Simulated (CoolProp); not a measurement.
Vapour-liquid equilibrium of n-hexane (1) + n-decane (2) at 341.4 K; x and y are mole fractions of (1).

Model: multi-fluid Helmholtz-energy mixture model, Thol 2019 and Lemmon 2006; pair parameters Kunz 2012, in CoolProp.

Task: Give the bubble pressure and the first vapour's composition at x = 0.55, 0.65, 0.85. Is there an azeotrope?

Result: x = 0.55: 0.05426 MPa, y = 0.980; x = 0.65: 0.06428 MPa, y = 0.987; x = 0.85: 0.08453 MPa, y = 0.996. No azeotrope shows between x = 0.05 and 0.95.

Pair parameters are fitted to limited data, so mixtures are less certain than the pure fluids.
